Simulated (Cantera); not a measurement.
# Premixed flame

A freely propagating, adiabatic, planar premixed flame of 20.4 % H₂, 16.7 % O₂, 62.9 % N₂, equivalence ratio 0.61, unburnt at 650 K and 0.132 atm; mixture-averaged transport, grid criteria slope 0.08 and curve 0.16, no radiation.

Cantera simulation using the H2/O2 subset of GRI-Mech 3.0, which has no nitrogen chemistry; the numbers are that mechanism's predictions, not measurements. Burning velocities carry a grid error of a few per cent, more on coarse grids. Lean hydrogen flames are cellular in practice and burn faster than this planar one.

```
z (mm)  T (K)  u (m/s)     x H₂    x O₂   x H₂O₂     x H₂O       x H      x OH
------  -----  -------  -------  ------  -------  --------  --------  --------
-20.3     650     5.41    0.204   0.167    <1e-8     <1e-8     <1e-8     <1e-8
-13.5     650     5.41    0.204   0.167    <1e-8     <1e-8     <1e-8     <1e-8
-10.1     650     5.41    0.204   0.167    <1e-8     <1e-8     <1e-8     <1e-8
-6.76     650     5.41    0.204   0.167    <1e-8   9.92e-8   3.61e-7     <1e-8
-3.38     658     5.47    0.202   0.167  4.75e-7  0.000627  0.000337   2.71e-5
-1.69     758     6.23    0.182   0.164  5.96e-7    0.0110   0.00615  0.000295
0        1070     8.57   0.0867   0.129  9.23e-7    0.0844    0.0386   0.00278
1.69     1322     10.5   0.0235  0.0861  1.07e-6     0.157    0.0492   0.00696
3.38     1441     11.3   0.0186  0.0796  7.93e-7     0.169    0.0413   0.00897
6.76     1573     12.3   0.0175  0.0767  4.65e-7     0.177    0.0305    0.0112
13.5     1710     13.2   0.0154  0.0744  2.44e-7     0.186    0.0203    0.0130
27.1     1840     14.1   0.0121  0.0727  1.32e-7     0.195    0.0118    0.0137
54.1     1953     14.8  0.00824  0.0718  7.85e-8     0.205   0.00572    0.0129
```
x: mole fraction of selected species; z is measured from the peak of heat release.

```yaml
laminar_burning_velocity: 541 cm/s
thermal_thickness: 6.76 mm
peak x(H₂O₂): 1.18e-6
peak x(H): 0.0504
peak x(OH): 0.0137
grid_points: 123
```
